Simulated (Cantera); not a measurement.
Feed: 1 mol SiHCl3, 9.4 mol NH3, held at 1798.15 K and 7.50 Torr.

Method: chemical equilibrium by Gibbs-energy minimisation in Cantera with the NASA 1993 tables (ideal gas, pure condensed phases). Candidate condensed phases: NH4Cl, Si, Si3N4; 28 gas species. The tables' values for SiCl, SiCl3 are old estimates; treat these amounts as uncertain. Gases not in the tables: Si2H6 and higher silanes. The numbers say what is thermodynamically allowed, not how fast it happens.

Base state: H2 0.659, N2 0.226, HCl 0.0811, SiCl2 0.0309, H 0.00286, Si 0.000309, SiCl 0.000270, Cl 0.000270 (mole fractions); condensed: Si(l).

Q: What changes in the equilibrium state with this change: temperature from 1798.15 K to 1848.15 K?

A: 
| species | before | after |
|---|---|---|
| H2 | 0.659 | 0.656 |
| N2 | 0.226 | 0.225 |
| HCl | 0.0811 | 0.0825 |
| H | 0.00286 | 0.00430 |
| SiCl2 | 0.0309 | 0.0300 |
| Si | 0.000309 | 0.000629 |
| SiH | 2.88e-5 | 5.07e-5 |
| SiN | 6.54e-6 | 1.15e-5 |
| Si2N | 1.05e-5 | 1.76e-5 |
| SiCl | 0.000270 | 0.000420 |
| Si(l), mol | 0.338 | 0.346 |
The tables' values for SiCl, SiCl3, SiN are old estimates; treat these amounts as uncertain.

Q: What changes in the equilibrium state with this change: 0.28 mol H2O added?

A: 
```tsv
species	before	after
H2	0.659	0.654
N2	0.226	0.220
HCl	0.0811	0.0794
SiO	0	0.0131
SiCl2	0.0309	0.0299
SiCl3	0.000157	0.000149
Cl	0.000270	0.000265
SiCl	0.000270	0.000266
Si2N	1.05e-5	1.04e-5
Si(l), mol	0.338	0.0630
```
Further candidate phases: H2O, SiO2, Si2N2O.
